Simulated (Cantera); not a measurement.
Mixture: H2 : O2 : N2 = 1 : 0.556 : 2.09 (molar parts), equivalence ratio 0.90, at 1.01 bar, adiabatic and at constant volume. Ignition delay is the time to a rise of 400 K.

Detailed kinetics in Cantera: the H2/O2 subset of GRI-Mech 3.0, which has no nitrogen chemistry. Where the delays flatten at high temperature, the 400 K rule measures the pace of heat release, not the induction time.

Question: What does this change do: pressure from 1.01 bar to 5.00 bar?

Answer: 
```json
[
 {"quantity": "delay at 1150 K", "before": "59.4 µs", "after": "42.8 µs"},
 {"quantity": "delay at 1300 K", "before": "27.8 µs", "after": "6.44 µs"},
 {"quantity": "delay at 1450 K", "before": "17.3 µs", "after": "3.18 µs"},
 {"quantity": "delay at 1600 K", "before": "13.3 µs", "after": "2.02 µs"},
 {"quantity": "delay at 1750 K", "before": "12.2 µs", "after": "1.48 µs"}
]
```
The hydrogen kinetics of GRI-Mech 3.0 are dated; newer H2 mechanisms differ, most at raised pressure.

Question: What does this change do: N2 2.09 to 4.1 parts?

Answer: 
| quantity | before | after |
|---|---|---|
| delay at 1150 K | 59.4 µs | 96.4 µs |
| delay at 1300 K | 27.8 µs | 47.9 µs |
| delay at 1450 K | 17.3 µs | 33.1 µs |
| delay at 1600 K | 13.3 µs | 29.2 µs |
| delay at 1750 K | 12.2 µs | 30.6 µs |
